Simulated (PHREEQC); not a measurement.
Na3PO4 is added in steps, without added water, to 1 kg of water holding 0.0018 mol NH3, at 20 °C. Oxygen is held at 0.21 atm. No CO2 enters from the air. Precipitation was switched off in this run.

Base run: PHREEQC, ion-association model, wateq4f.dat. Each further column changes one thing. The table gives PO4-3 (mol/kgw).

```
Na3PO4 added (mol)      base  database phreeqc.dat  metal-ligand complexes left out  all activity coefficients set to 1  Debye-Hückel limiting law
------------------  --------  --------------------  -------------------------------  ----------------------------------  -------------------------
0                          0                     0                                0                                   0                          0
0.0002812            6.93e-6               6.91e-6                          6.94e-6                             5.93e-6                    7.00e-6
0.0006188            2.82e-5               2.82e-5                          2.83e-5                             2.30e-5                    2.87e-5
0.0009               5.74e-5               5.76e-5                          5.76e-5                             4.54e-5                    5.89e-5
0.001181             9.67e-5               9.72e-5                          9.71e-5                             7.48e-5                    9.97e-5
0.001519            0.000156              0.000158                         0.000157                            0.000119                   0.000162
0.0018              0.000216              0.000218                         0.000217                            0.000161                   0.000225
```

H3PO4, which wateq4f.dat lacks, is added to it with the constant of phreeqc.dat.  phreeqc.dat and wateq4f.dat share most of their constants, so their agreement is no independent check.
